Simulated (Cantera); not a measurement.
Cantera run:

```python
import numpy as np
import cantera as ct

gas_names = """
    O2 H H2O O
""".split()
cond_names = """
    Fe(OH)3(s) FeO(s) FeO(L) Fe(OH)2(s)
""".split()


# ... load() reads the species with a 1 bar reference pressure and builds the phases ...
species = {s.name: s for s in load("nasa_gas.yaml", gas_names) + load("nasa_condensed.yaml", cond_names)}
# Each term lists the table entries of one substance; the one whose range holds T is used.
reactions = {
    'Fe(OH)3 = O2(g) + 3 H(g) + FeO':
        [(-1, ['Fe(OH)3(s)']), (1, ['O2']), (3, ['H']), (1, ['FeO(s)', 'FeO(L)'])],
    '2 Fe(OH)2 + H2O(g) + O(g) = 2 Fe(OH)3':
        [(-2, ['Fe(OH)2(s)']), (-1, ['H2O']), (-1, ['O']), (2, ['Fe(OH)3(s)'])],
}


def pick(names, T):
    return next(species[n] for n in names if species[n].thermo.min_temp <= T <= species[n].thermo.max_temp)


results = []
for label, terms in reactions.items():
    print(label)
    print("     T/K   dH/kJ  dS/(J/K)   dG/kJ   log10 K")
    for T in [1125, 1200, 1275, 1350, 1425]:
        used = [(nu, pick(names, T)) for nu, names in terms]
        dH = sum(nu * s.thermo.h(T) for nu, s in used) / 1e6
        dS = sum(nu * s.thermo.s(T) for nu, s in used) / 1e3
        dG = dH - T * dS / 1e3
        logK = -dG * 1e6 / (ct.gas_constant * T * np.log(10))
        results.append((label, T, dH, dS, dG, logK, [s.name for _, s in used]))
        print(f"{T:8g} {dH:8.1f} {dS:8.1f} {dG:8.1f} {logK:8.2f}")
```

Output:

```
Fe(OH)3 = O2(g) + 3 H(g) + FeO
     T/K   dH/kJ  dS/(J/K)   dG/kJ   log10 K
    1125   1219.8    521.2    633.4   -29.41
    1200   1218.9    520.4    594.4   -25.87
    1275   1218.0    519.7    555.4   -22.75
    1350   1217.0    518.9    516.4   -19.98
    1425   1216.0    518.2    477.5   -17.50
2 Fe(OH)2 + H2O(g) + O(g) = 2 Fe(OH)3
     T/K   dH/kJ  dS/(J/K)   dG/kJ   log10 K
    1125   -522.6   -323.1   -159.1     7.39
    1200   -520.7   -321.5   -134.9     5.87
    1275   -518.5   -319.7   -110.9     4.54
    1350   -516.3   -318.0    -87.0     3.36
    1425   -514.0   -316.4    -63.2     2.32
```

Source: NASA polynomial tables (part measured, part estimated), evaluated in Cantera. FeO: taken at fixed stoichiometry. Condensed species are held in their standard states even where they would react or evaporate.
